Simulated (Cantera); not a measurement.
An adiabatic, constant-pressure homogeneous reactor starts with 5.26 % CH₄, 0.168 % C₂H₆, 19.8 % O₂, 74.7 % N₂, equivalence ratio 0.56, at 1198 K and 1000000 Pa.

Model: GRI-Mech 3.0 (53 species, 325 reactions), integrated in Cantera.

Predict: time of steepest temperature rise; temperature at 4.00 s; equilibrium temperature; x(O₂) at 4.00 s; x(NO) at 4.00 s.


| Quantity | Result |
|---|---|
| time of steepest temperature rise | 2.09 ms |
| temperature at 4.00 s | 2311 K |
| equilibrium temperature | 2311 K |
| x(O₂) at 4.00 s | 0.0816 (gas-phase equilibrium 0.0816) |
| x(NO) at 4.00 s | 0.00973 (gas-phase equilibrium 0.00973) |
